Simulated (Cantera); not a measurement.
Charge: 1 mol (CH₃)₂SiCl₂, 0.055 mol C₃H₈, 1.6 mol H₂, held at 860 Pa.

Method: chemical equilibrium by Gibbs-energy minimisation in Cantera with the NASA 1993 tables (ideal gas, pure condensed phases). Candidate condensed phases: C, C₆H₆, C₇H₈, C₈H₁₈, Si, SiC; 109 gas species. The feed counts by its element totals alone. The numbers say what is thermodynamically allowed, not how fast it happens.

Over these rows the condensed part is C(graphite) + SiC(s). Partial pressures as log10 of bar:

```tsv
T (K)	1000/T (1/K)	log p SiCl₄	log p H₂	log p HCl
1525	0.6557	-6.13	-2.24	-2.54
1625	0.6154	?	-2.24	-2.55
1725	0.5797	-7.00	-2.24	-2.56
1825	0.5479	-7.37	-2.24	-2.57
1925	0.5195	-7.72	-2.24	-2.58
2025	0.4938	-8.05	-2.25	-2.59
```

Task: Fit log p(SiCl₄) = a + b·(1000/T) to the five rows, give the apparent enthalpy, and predict the row at 1625 K.

Result: Means: 1000/T = 0.5593, log p = -7.254. Sxy = 0.185542, Sxx = 0.0157134, so b = 11.81 and a = -7.254 − (11.81)×0.5593 = -13.86.
Apparent enthalpy: −19.145 × (11.81) = -226 kJ/mol. With the condensed phases at unit activity, SiC(s) + 4 HCl(g) = SiCl₄(g) + C(graphite) + 2 H₂(g) links this pressure to the main gases: over the six rows their terms move log p by -0.18 in all, so the slope isn't that reaction's ΔH° alone. The five rows lie within 0.02 of the line.
Prediction at 1625 K: -13.86 + (11.81)×0.6154 = -6.59. The computed value is -6.59, 0.00 from the line.
